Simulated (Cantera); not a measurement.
Feed: 1 mol Si, 0.092 mol CO2, 230 mol H2, equilibrated at 1125 K and 3830 Torr.

Method: chemical equilibrium by Gibbs-energy minimisation in Cantera with the NASA 1993 tables (ideal gas, pure condensed phases). Candidate condensed phases: C, C6H6, C7H8, C8H18, H2O, Si, SiC, SiO2; 123 gas species. Mutual solubility and eutectic melting of coexisting phases are not modelled. Equilibrium is a limit: real reactors are often held back by kinetics, nucleation or transport.

Base state: H2 1.000, CH4 0.000152 (mole fractions); condensed: Si(s) + SiC(s) + SiO2(β-quartz).

What changes in the equilibrium state with this change: temperature from 1125 K to 2073.15 K?


| species | before | after |
|---|---|---|
| H2 | 1.000 | 0.998 |
| H | 1.97e-8 | 0.00116 |
| SiO | 1.05e-8 | 0.000545 |
| CO | <1e-9 | 0.000252 |
| SiH2 | 2.37e-9 | 0.000158 |
| SiH | <1e-9 | 2.54e-5 |
| Si | <1e-9 | 1.96e-5 |
| Si(s), mol | 0.850 | 0 |
| SiC(s), mol | 0.0570 | 0.000918 |
| SiO2(β-quartz), mol | 0.0920 | 0 |
| Si(l), mol | 0 | 0.825 |
Gases not in the tables: Si2H6 and higher silanes.

What changes in the equilibrium state with this change: pressure from 3830 Torr to 750 Torr?


```csv
species,before,after
H2,1.000,1.000
CH4,0.000152,2.99e-5
"Si(s), mol",0.850,0.823
"SiC(s), mol",0.0570,0.0851
"SiO2(β-quartz), mol",0.0920,0.0920
```
